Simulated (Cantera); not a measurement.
An adiabatic, constant-pressure homogeneous reactor starts with CO : H2 : CH4 : O2 : N2 : H2O = 1 : 0.16 : 0.22 : 1.2 : 4.51 : 0.22 (molar parts), at 1400 K and 100000 Pa. Integrator tolerance rtol = 1e-08.

Model: GRI-Mech 3.0 (53 species, 325 reactions), integrated in Cantera.

Q: What does this change do: constant volume in place of constant pressure?

A: 
```
quantity                                                              before                                      after
---------------------------------  -----------------------------------------  -----------------------------------------
time of steepest temperature rise                                   0.194 ms                                   0.184 ms
temperature at 0.800 s                                                2643 K                                     2786 K
equilibrium temperature                                               2643 K                                     2786 K
x(CO) at 0.800 s                       0.0476 (gas-phase equilibrium 0.0476)      0.0578 (gas-phase equilibrium 0.0578)
x(H2) at 0.800 s                     0.00583 (gas-phase equilibrium 0.00583)    0.00706 (gas-phase equilibrium 0.00706)
x(CH4) at 0.800 s                      <1e-12 (gas-phase equilibrium <1e-12)      <1e-12 (gas-phase equilibrium <1e-12)
x(N2O) at 0.800 s                    5.84e-7 (gas-phase equilibrium 5.84e-7)    1.02e-6 (gas-phase equilibrium 1.02e-6)
x(CH2O) at 0.800 s                 1.11e-10 (gas-phase equilibrium 1.11e-10)  3.15e-10 (gas-phase equilibrium 3.15e-10)
```

Q: What does this change do: pressure from 100000 Pa to 1000000 Pa?

A: 
```csv
quantity,before,after
time of steepest temperature rise,0.194 ms,41.7 µs
temperature at 0.800 s,2643 K,2784 K
equilibrium temperature,2643 K,2784 K
x(CO) at 0.800 s,0.0476 (gas-phase equilibrium 0.0476),0.0346 (gas-phase equilibrium 0.0346)
x(H2) at 0.800 s,0.00583 (gas-phase equilibrium 0.00583),0.00380 (gas-phase equilibrium 0.00380)
x(CH4) at 0.800 s,<1e-12 (gas-phase equilibrium <1e-12),<1e-12 (gas-phase equilibrium <1e-12)
x(N2O) at 0.800 s,5.84e-7 (gas-phase equilibrium 5.84e-7),2.13e-6 (gas-phase equilibrium 2.13e-6)
x(CH2O) at 0.800 s,1.11e-10 (gas-phase equilibrium 1.11e-10),5.29e-10 (gas-phase equilibrium 5.29e-10)
```

Q: What does this change do: H2 0.16 to 0.33 parts?

A: 
```
quantity                                                              before                                      after
---------------------------------  -----------------------------------------  -----------------------------------------
time of steepest temperature rise                                   0.194 ms                                    97.6 µs
temperature at 0.800 s                                                2643 K                                     2671 K
equilibrium temperature                                               2643 K                                     2671 K
x(CO) at 0.800 s                       0.0476 (gas-phase equilibrium 0.0476)      0.0549 (gas-phase equilibrium 0.0549)
x(H2) at 0.800 s                     0.00583 (gas-phase equilibrium 0.00583)    0.00851 (gas-phase equilibrium 0.00851)
x(CH4) at 0.800 s                      <1e-12 (gas-phase equilibrium <1e-12)      <1e-12 (gas-phase equilibrium <1e-12)
x(N2O) at 0.800 s                    5.84e-7 (gas-phase equilibrium 5.84e-7)    5.44e-7 (gas-phase equilibrium 5.44e-7)
x(CH2O) at 0.800 s                 1.11e-10 (gas-phase equilibrium 1.11e-10)  1.88e-10 (gas-phase equilibrium 1.88e-10)
```
